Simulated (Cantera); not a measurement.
## Equilibrium for silicon epitaxy and polysilicon growth: SiCl₄ + N₂

Charge: 1 mol SiCl₄, 3.2 mol N₂, at 1575 K and 0.0580 bar.

Equilibrium computed with Cantera from the NASA thermochemical tables; the gas is ideal and each condensed phase is pure. Candidate condensed phases: Si, Si₃N₄; 13 gas species. The tables' values for SiCl₃ are old estimates; treat these amounts as uncertain. Rates play no part.

The x(N₂) is 0.757, the x(SiCl₄) comes out as 0.231 and the x(Cl) is 0.00578. The x(SiCl₃) comes out as 0.00552 and the x(SiCl₂) is 0.000345. The x(Cl₂) comes out as 0.000217 and the gas amount is 4.225 mol. The log10 activity of Si(s) (absent) is -7.24.
